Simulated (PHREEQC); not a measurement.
Solution (25 °C): 0.25 mol Cu(NO3)2 and 0.29 mol H3BO3 per kg of water. It is in equilibrium with CO2 at log p = -3.4 (atm). Otherwise closed; pH follows from the charge balance.

All values are PHREEQC results (ion-association model, phreeqc.dat), not measurements.

Each row changes one thing in this solution. This is a speciation only: nothing precipitates in the calculation.

| case | pH | ionic strength (mol/kgw) | CO2 (mol/kgw) | HCO3- (mol/kgw) |
|---|---|---|---|---|
| as made | 4.05 | 0.750 | 1.14e-5 | 9.97e-8 |
| Cu(NO3)2 replaced by Cd(NO3)2 at the same molality | 4.81 | 0.643 | 1.17e-5 | 5.69e-7 |
| Cu(NO3)2 left out | 4.88 | 1.32e-5 | ___ | ___ |
| Cu(NO3)2 replaced by NaNO3 at the same molality | 4.85 | 0.250 | 1.28e-5 | 5.80e-7 |
| H3BO3 left out | 4.05 | 0.750 | 1.14e-5 | 1.01e-7 |
| H3BO3 from 0.29 to 0.435 mol/kgw | 4.05 | 0.750 | 1.14e-5 | ___ |
| diluted 5-fold with water | 4.37 | 0.150 | 1.31e-5 | 1.82e-7 |
| H3BO3 from 0.29 to 0.261 mol/kgw | 4.05 | 0.750 | 1.14e-5 | 9.98e-8 |

Question: Complete the blanks.

Answer: 
- Cu(NO3)2 left out, CO2 (mol/kgw): 1.36e-5
- Cu(NO3)2 left out, HCO3- (mol/kgw): 4.58e-7
- H3BO3 from 0.29 to 0.435 mol/kgw, HCO3- (mol/kgw): 9.92e-8

The ionic strength passes 0.7 mol/kgw, the rough limit of the ion-association models, in as made; H3BO3 left out; H3BO3 from 0.29 to 0.435 mol/kgw; H3BO3 from 0.29 to 0.261 mol/kgw. Complexes and solids missing from the database can't appear.
